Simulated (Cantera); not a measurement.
An adiabatic, constant-pressure homogeneous reactor starts with CH₄ : C₂H₆ : C₃H₈ : O₂ : N₂ = 1 : 0.088 : 0.91 : 8.47 : 31.8 (molar parts), equivalence ratio 0.81, at 1100 K and 488 Torr. Integrator tolerance rtol = 1e-08.

Detailed kinetics in Cantera: GRI-Mech 3.0 (53 species, 325 reactions). GRI-Mech 3.0 was tuned for natural gas; its chemistry of propane as a main component is partial and can be far from experiment.

Task: What does this change do: pressure from 488 Torr to 12000 Torr?

Result: 
```tsv
quantity	before	after
time of steepest temperature rise	56.6 ms	4.21 ms
temperature at 0.200 s	2485 K	2602 K
equilibrium temperature	2485 K	2602 K
x(CH₄) at 0.200 s	<1e-12 (gas-phase equilibrium <1e-12)	<1e-12 (gas-phase equilibrium <1e-12)
x(C₂H₆) at 0.200 s	<1e-12 (gas-phase equilibrium <1e-12)	<1e-12 (gas-phase equilibrium <1e-12)
x(C₃H₈) at 0.200 s	<1e-12 (gas-phase equilibrium <1e-12)	<1e-12 (gas-phase equilibrium <1e-12)
x(C₂H₄) at 0.200 s	<1e-12 (gas-phase equilibrium <1e-12)	<1e-12 (gas-phase equilibrium <1e-12)
x(CH₂CO) at 0.200 s	<1e-12 (gas-phase equilibrium <1e-12)	<1e-12 (gas-phase equilibrium <1e-12)
x(CO) at 0.200 s	0.0159 (gas-phase equilibrium 0.0159)	0.00701 (gas-phase equilibrium 0.00701)
```
The pressure lies above the range GRI-Mech 3.0 was tuned for (to about 10 atm).

Task: What does this change do: C3H8 0.91 to 2.2 parts?

Result: 
```json
[
 {"quantity": "time of steepest temperature rise", "before": "56.6 ms", "after": "65.1 ms"},
 {"quantity": "temperature at 0.200 s", "before": "2485 K", "after": "2482 K"},
 {"quantity": "equilibrium temperature", "before": "2485 K", "after": "2482 K"},
 {"quantity": "x(CH₄) at 0.200 s", "before": "<1e-12 (gas-phase equilibrium <1e-12)", "after": "<1e-12 (gas-phase equilibrium <1e-12)"},
 {"quantity": "x(C₂H₆) at 0.200 s", "before": "<1e-12 (gas-phase equilibrium <1e-12)", "after": "<1e-12 (gas-phase equilibrium <1e-12)"},
 {"quantity": "x(C₃H₈) at 0.200 s", "before": "<1e-12 (gas-phase equilibrium <1e-12)", "after": "<1e-12 (gas-phase equilibrium <1e-12)"},
 {"quantity": "x(C₂H₄) at 0.200 s", "before": "<1e-12 (gas-phase equilibrium <1e-12)", "after": "<1e-12 (gas-phase equilibrium <1e-12)"},
 {"quantity": "x(CH₂CO) at 0.200 s", "before": "<1e-12 (gas-phase equilibrium <1e-12)", "after": "<1e-12 (gas-phase equilibrium <1e-12)"},
 {"quantity": "x(CO) at 0.200 s", "before": "0.0159 (gas-phase equilibrium 0.0159)", "after": "0.116 (gas-phase equilibrium 0.116)"}
]
```
